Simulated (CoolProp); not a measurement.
Vapour-liquid equilibrium of R143a (1) + R152A (2) at 29.15 °C; x and y are mole fractions of (1).

Model: multi-fluid Helmholtz-energy mixture model, Lemmon and Jacobsen 2000 and Outcalt 1996; pair parameters Bell 2016, in CoolProp.

```
x     bubble pressure (kPa)  y at the bubble point  dew pressure at overall composition x (kPa)  liquid density (mol/L)
----  ---------------------  ---------------------  -------------------------------------------  ----------------------
0.05                  718.8                  0.099                                        695.5                   13.32
0.2                   845.3                  0.329                                        770.2                   12.91
0.35                  960.3                  0.498                                        858.4                   12.51
0.5                    1068                  0.635                                        961.6                   12.12
0.65                   1170                  0.753                                         1080                   11.73
0.8                    1271                  0.862                                         1213                   11.35
0.95                   1370                  0.966                                         1355                   10.98
```

No azeotrope shows between x = 0.05 and 0.95.

The pair parameters rest on a limited set of measurements; away from them the model extrapolates.
